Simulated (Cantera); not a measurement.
Input (Python, Cantera) and output of one run.

```python
import numpy as np
import cantera as ct

gas_names = """
    C CH CH2 CH3 CH2OH CH3O CH4 CH3OH CN CO CO2 COOH C2 C2H CHCO,ketyl C2H2,acetylene C2H2,vinylidene
    CH2CO,ketene C2H3,vinyl CH3CN CH3CO,acetyl C2H4 C2H4O,ethylen CH3CHO,ethanal CH3COOH (HCOOH)2 C2H5
    C2H6 CH3OCH3 C2H5OH CCN CNC C2N2 C2O C3 C3H3,propargyl C3H4,allene C3H4,propyne C3H4,cyclo-
    C3H5,allyl C3H6,propylene C3H6,cyclo- C3H6O C3H7,n-propyl C3H7,i-propyl C3H8 C3H8O,1propanol
    C3H8O,2propanol C3O2 C4 C4H2 C4H4,1,3-cyclo- C4H6,butadiene C4H6,2-butyne C4H6,cyclo- C4H8,1-butene
    C4H8,cis2-buten C4H8,tr2-butene C4H8,isobutene C4H8,cyclo- (CH3COOH)2 C4H9,n-butyl C4H9,i-butyl
    C4H9,s-butyl C4H9,t-butyl C4H10,isobutane C4H10,n-butane C4N2 C5 C5H6,1,3cyclo- C5H8,cyclo-
    C5H10,1-pentene C5H10,cyclo- C5H11,pentyl C5H11,t-pentyl C5H12,n-pentane C5H12,i-pentane
    CH3C(CH3)2CH3 C6H2 C6H5,phenyl C6H5O,phenoxy C6H6 C6H5OH,phenol C6H10,cyclo- C6H12,1-hexene
    C6H12,cyclo- C6H13,n-hexyl C7H7,benzyl C7H8 C7H8O,cresol C7H14,1-heptene C7H15,n-heptyl
    C7H16,n-heptane C8H8,styrene C8H10,ethylbenz C8H16,1-octene C8H17,n-octyl C8H18,isooctane
    C8H18,n-octane C9H19,n-nonyl C10H8,naphthale C10H21,n-decyl C12H9,o-bipheny C12H10,bipheny H HCN HCO
    HCCN HNC HNCO HNO HNO2 HNO3 HO2 H2 HCHO,formaldehy HCOOH H2O H2O2 N NCO NH NH2 NH3 NH2OH NO NO2 NO3
    N2 N2H2 N2H4 N2O O OH O2 O3 Si SiC SiC2 SiC4H12 SiH SiH2 SiH3 SiH4 SiN SiO SiO2 Si2 Si2C Si2N Si3
""".split()
cond_names = """
    C(gr) C6H6(L) C7H8(L) C8H18(L),n-octa H2O(s) H2O(L) Si(cr) Si(L) SiC(b) SiO2(Lqz) SiO2(hqz) SiO2(L)
    Si2N2O(s) Si3N4(a)
""".split()


def load(file, names, dense=False):
    # The tables refer to 1 bar. Condensed volumes are neglected.
    table = {s.name: s for s in ct.Species.list_from_file(file)}
    out = []
    for n in names:
        d = dict(table[n].input_data)
        d["thermo"] = dict(d["thermo"], **{"reference-pressure": 1e5})
        if dense:
            d["equation-of-state"] = {"model": "constant-volume", "density": "1e6 g/cm^3"}
        out.append(ct.Species.from_dict(d))
    return out


gas = ct.Solution(thermo="ideal-gas", species=load("nasa_gas.yaml", gas_names))
cond = {s.name: ct.Solution(thermo="fixed-stoichiometry", species=[s], name=s.name)
        for s in load("nasa_condensed.yaml", cond_names, dense=True)}
atoms = {
    'Si3N4': {'Si': 3, 'N': 4},
    'CO2': {'C': 1, 'O': 2},
    'H2': {'H': 2},
}
top_T = {'C(gr)': 4500, 'SiC(b)': 3050, 'Si2N2O(s)': 2100, 'Si3N4(a)': 2400}  # K; cautious upper limits of use, not melting points


def equilibrate(T, P, feed):
    n = {}
    for name, mol in feed.items():
        for a, k in atoms[name].items():
            n[a] = n.get(a, 0.0) + k * mol
    gas.TPX = T, P, n
    mass = sum(n.values()) * gas.mean_molecular_weight
    gas.equilibrate("TP")
    valid = [c for c in cond.values() if c.min_temp <= T <= top_T.get(c.name, c.max_temp)]
    mix = ct.Mixture([(gas, mass / gas.mean_molecular_weight)] + [(c, 0.0) for c in valid])
    mix.T, mix.P = T, P
    mix.equilibrate("TP", solver="vcs", rtol=1e-11, max_steps=5000)
    return mix


results = []
feed = {'Si3N4': 1, 'CO2': 0.019, 'H2': 380}  # mol
P = 3.2  # Pa
for T in [1300, 1350, 1400, 1450, 1500, 1550, 1600, 1650, 1700, 1750, 1800, 1850, 1900]:
    mix = equilibrate(T, P, feed)
    results.append((T, P, feed, dict(zip(mix.species_names, mix.species_moles))))

top = {s: max(r[3][s] / sum(r[3][g] for g in gas_names) for r in results) for s in gas_names}
cols = sorted((s for s in top if top[s] > 1e-06), key=lambda s: -top[s])[:7]
seen = [c for c in cond_names if any(r[3].get(c, 0) > 1e-12 for r in results)]
print("log10 of partial pressures in bar; condensed amounts in mol")
print(f"{'T/K':>10s}" + "".join(f"{s[:9]:>10s}" for s in cols + seen))
for T, P, feed, n in results:
    ng = sum(n[g] for g in gas_names)
    print(f"{T:10.4g}" + "".join(f"{np.log10(max(n[s] / ng * P / 1e5, 1e-99)):10.3f}" for s in cols)
          + "".join(f"{n.get(c, 0):10.4g}" for c in seen))
```

It prints:

```
log10 of partial pressures in bar; condensed amounts in mol
       T/K        H2         H        Si        N2       SiO       SiH        CO    Si(cr)    SiC(b)
      1300    -4.497    -8.205   -10.364    -6.776    -8.502   -11.693   -10.431     2.943   0.01854
      1350    -4.497    -7.872    -9.700    -6.776    -8.504   -11.144   -10.332     2.942   0.01841
      1400    -4.498    -7.562    -9.085    -6.776    -8.505   -10.635   -10.241     2.934   0.01824
      1450    -4.498    -7.273    -8.512    -6.776    -8.507   -10.162   -10.156     2.907   0.01801
      1500    -4.499    -7.004    -7.978    -6.777    -8.510    -9.721   -10.077     2.816   0.01759
      1550    -4.500    -6.752    -7.479    -6.778    -8.513    -9.309   -10.003     2.537   0.01656
      1600    -4.503    -6.516    -7.011    -6.780    -8.517    -8.924    -9.936     1.744   0.01327
      1650    -4.507    -6.295    -6.625    -6.783    -8.528    -8.617    -9.774         0  0.003131
      1700    -4.512    -6.088    -6.622    -6.785    -8.597    -8.688    -9.230         0         0
      1750    -4.518    -5.893    -6.621    -6.788    -8.681    -8.759    -8.994         0         0
      1800    -4.528    -5.710    -6.624    -6.793    -8.745    -8.830    -8.898         0         0
      1850    -4.542    -5.540    -6.629    -6.800    -8.784    -8.904    -8.863         0         0
      1900    -4.561    -5.381    -6.638    -6.809    -8.809    -8.980    -8.853         0         0
```

Equilibrium computed with Cantera from the NASA thermochemical tables; the gas is ideal and each condensed phase is pure. Mutual solubility and eutectic melting of coexisting phases are not modelled.
